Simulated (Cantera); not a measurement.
A closed system holds: 1 mol B2H6, 0.53 mol NH3, 3 mol N2, held at 2400 K and 590 Pa.

Method: chemical equilibrium by Gibbs-energy minimisation in Cantera with the NASA 1993 tables (ideal gas, pure condensed phases). Candidate condensed phases: B, BN; 15 gas species. The feed counts by its element totals alone. The tables' values for BH2 are old estimates; treat these amounts as uncertain. The numbers say what is thermodynamically allowed, not how fast it happens.

Base state: H2 0.429, N2 0.428, H 0.136, B 0.00540, BH2 0.00128, BH 0.000183, BN 0.000124 (mole fractions); condensed: B(l).

Q: What changes in the equilibrium state with this change: N2 from 3 to 78 mol?

A: 
| species | before | after |
|---|---|---|
| N2 | 0.428 | 0.932 |
| H | 0.136 | 0.0345 |
| H2 | 0.429 | 0.0278 |
| B | 0.00540 | 0.00540 |
| BH2 | 0.00128 | 8.27e-5 |
| BH | 0.000183 | 4.65e-5 |
| BN | 0.000124 | 0.000183 |
| B(l), mol | 1.95 | 1.52 |

Q: What changes in the equilibrium state with this change: pressure from 590 Pa to 100 Pa?

A: 
| species | before | after |
|---|---|---|
| N2 | 0.428 | 0.383 |
| H2 | 0.429 | 0.305 |
| H | 0.136 | 0.278 |
| B | 0.00540 | 0.0319 |
| BN | 0.000124 | 0.000285 |
| BH | 0.000183 | 0.000374 |
| BH2 | 0.00128 | 0.000908 |
| B(l), mol | 1.95 | 1.71 |
